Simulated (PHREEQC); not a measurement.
1 kg of water holding 5.1 mmol/kgw Na2SO4, 8.3 mmol/kgw NaOH and 13 mmol/kgw Na2CO3 is evaporated at 25 °C; the solids stay in contact with the brine. The system is closed to CO2. Solids allowed: Burkeite, Mirabilite, Nahcolite, Natron, Thenardite, Trona. Others were left out.

Equilibrium calculation in PHREEQC: Pitzer model, pitzer.dat.

| water left (kg) | ionic strength | water activity | Natron (mol) | Burkeite (mol) | Na in solution (mol/kgw) | S in solution (mol/kgw) |
|---|---|---|---|---|---|---|
| 1 | 0.0624 | 0.999 | 0 | 0 | 0.0445 | 0.00510 |
| 0.6755 | 0.0925 | 0.998 | 0 | 0 | 0.0659 | 0.00755 |
| 0.4563 | 0.137 | 0.998 | 0 | 0 | 0.0975 | 0.0112 |
| 0.375 | 0.167 | 0.997 | 0 | 0 | 0.119 | 0.0136 |
| 0.2533 | 0.247 | 0.996 | 0 | 0 | 0.176 | 0.0201 |
| 0.1711 | 0.366 | 0.994 | 0 | 0 | 0.260 | 0.0298 |
| 0.1156 | 0.541 | 0.991 | 0 | 0 | 0.385 | 0.0441 |
| 0.07809 | 0.802 | 0.987 | 0 | 0 | 0.570 | 0.0653 |
| 0.06418 | 0.975 | 0.985 | 0 | 0 | 0.693 | 0.0795 |
| 0.04335 | 1.44 | 0.978 | 0 | 0 | 1.03 | 0.118 |
| 0.0293 | 2.14 | 0.968 | 0 | 0 | 1.52 | 0.174 |
| 0.01979 | 3.16 | 0.953 | 0 | 0 | 2.25 | 0.258 |
| 0.01338 | 4.68 | 0.929 | 0 | 0 | 3.33 | 0.381 |
| 0.011 | 5.69 | 0.913 | 0 | 0 | 4.05 | 0.464 |
| 0.00743 | 8.43 | 0.863 | 0 | 0 | 5.99 | 0.686 |
| 0.004894 | 12.1 | 0.780 | 0.000679 | 0.000132 | 8.65 | 0.988 |

Burkeite from water left = 0.004894 kg (pH 14.46); Natron from water left = 0.004894 kg (pH 14.46).
